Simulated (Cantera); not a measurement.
Hydrogen reduction and annealing atmospheres: CuO + H₂

A closed system holds: 1 mol CuO, 1100 mol H₂, held at 1000 Pa.

Cantera equilibrium calculation (NASA polynomials, part measured and part estimated; ideal gas, pure solids and liquids). Candidate condensed phases: Cu, CuO, Cu(OH)₂, Cu₂O, H₂O; 12 gas species. The numbers say what is thermodynamically allowed, not how fast it happens.

| T (°C) | log p H₂ | log p H | log p H₂O | log p Cu | log p OH | log p Cu₂ | n Cu(s) | n Cu(l) |
|---|---|---|---|---|---|---|---|---|
| 625 | -2.00 | -10.96 | -5.04 | -12.79 | <-14 | <-14 | 1.00 | 0 |
| 725 | -2.00 | -9.67 | -5.04 | -10.84 | <-14 | <-14 | 1.000 | 0 |
| 825 | -2.00 | -8.61 | -5.04 | -9.25 | <-14 | <-14 | 1.000 | 0 |
| 925 | -2.00 | -7.72 | -5.04 | -7.93 | -12.86 | -12.49 | 0.999 | 0 |
| 1025 | -2.00 | -6.97 | -5.04 | -6.82 | -11.90 | -10.92 | 0.983 | 0 |
| 1125 | -2.00 | -6.33 | -5.04 | -5.89 | -11.07 | -9.60 | 0 | 0.857 |
| 1225 | -2.00 | -5.77 | -5.04 | -5.10 | -10.35 | -8.51 | 0 | 0.124 |
| 1325 | -2.00 | -5.27 | -5.04 | -5.04 | -9.73 | -8.82 | 0 | 0 |
| 1425 | -2.00 | -4.84 | -5.04 | -5.04 | -9.17 | -9.20 | 0 | 0 |
| 1525 | -2.00 | -4.45 | -5.04 | -5.04 | -8.68 | -9.53 | 0 | 0 |
| 1625 | -2.00 | -4.11 | -5.04 | -5.04 | -8.24 | -9.83 | 0 | 0 |
log p: log10 of the partial pressure in bar; n: condensed amount in mol.

From 625 °C to 1025 °C the condensed part is Cu(s). From 1125 °C to 1225 °C the condensed part is Cu(l). From 1325 °C to 1625 °C nothing is condensed.
